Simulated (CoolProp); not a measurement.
Vapour-liquid equilibrium of propylene (1) + R152A (2) at -42.95 °C; x and y are mole fractions of (1).

The numbers come from the multi-fluid Helmholtz-energy mixture model, Lemmon 2013 and Outcalt 1996; pair parameters Bell 2016 in CoolProp.

```
x      bubble pressure (kPa)  y at the bubble point  dew pressure at overall composition x (kPa)  liquid density (mol/L)
-----  ---------------------  ---------------------  -------------------------------------------  ----------------------
0.05                   54.35                  0.286                                        42.36                   15.78
0.125                  71.42                  0.490                                        45.56                   15.60
0.2                    84.56                  0.595                                        49.28                   15.44
0.275                  94.49                  0.659                                        53.63                   15.29
0.35                   101.9                  0.702                                        58.79                   15.14
0.425                  107.6                  0.733                                        64.98                   15.00
0.5                    111.9                  0.758                                        72.50                   14.88
0.575                  115.4                  0.781                                        81.73                   14.76
0.65                   118.3                  0.803                                        93.03                   14.66
0.725                  120.8                  0.827                                        106.1                   14.57
0.8                    123.0                  0.856                                        118.0                   14.49
0.875                  124.6                  0.895                                        124.0                   14.43
0.95                   125.3                  0.949                                        125.3                   14.38
```

y crosses x between x = 0.875 and 0.95: the model has an azeotrope there.

The pair parameters rest on a limited set of measurements; away from them the model extrapolates.
